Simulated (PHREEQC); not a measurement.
A solution holds 0.001 mol/kgw H2SO4, 0.00015 mol/kgw Al(NO3)3 and 0.00026 mol/kgw CO2, at 25 °C. Closed to the air; pH follows from the charge balance.

Model: ion-association model, phreeqc.dat, run in PHREEQC.

Q: The ionic strength comes out as 0.00316 mol/kgw. What activity coefficients do Al+3, Al(SO4)2-, NO3-, HSO4-, H+ get?

A: Al+3 0.60, Al(SO4)2- 0.94, NO3- 0.94, HSO4- 0.94, H+ 0.94.

This is a speciation only: nothing precipitates in the calculation.
